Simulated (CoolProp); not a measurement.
Vapour pressure (bar) of CH2F2 (R32): the reference equation beside estimates from Tc = 351.3 K, pc = 57.83 bar, ω = 0.277. Clausius-Clapeyron is anchored at 220.7 K with a constant enthalpy of vaporisation of 19.91 kJ/mol.

The numbers come from the reference Helmholtz-energy equation of state, Tillner-Roth 1997 in CoolProp.

```
T (K)  reference  Lee-Kesler  Clausius-Clapeyron  Redlich-Kwong  Soave-Redlich-Kwong
-----  ---------  ----------  ------------------  -------------  -------------------
192       0.1720      0.1568              0.1921         0.4142               0.1598
201.6     0.3272      0.3055              0.3479         0.7312               0.3097
211.1     0.5788      0.5516              0.5938          1.205               0.5564
220.7     0.9727      0.9434              0.9727          1.891               0.9477
230.3      1.556       1.531               1.529          2.837                1.533
239.9      2.386       2.374               2.318          4.094                2.373
249.5      3.527       3.538               3.403          5.714                3.535
259.1      5.051       5.094               4.857          7.749                5.094
268.7      7.033       7.118               6.757          10.25                7.129
278.3      9.559       9.687               9.189          13.27                9.725
287.9      12.72       12.89               12.24          16.86                12.97
297.4      16.56       16.76               15.97          21.00                16.92
307        21.27       21.49               20.54          25.85                21.75
```

Absolute difference from the reference over all 13 rows, mean and median: Lee-Kesler 2.5 and 1.3 %, Clausius-Clapeyron 3.9 and 3.6 %, Redlich-Kwong 69.4 and 62.0 %, Soave-Redlich-Kwong 2.4 and 2.0 %.
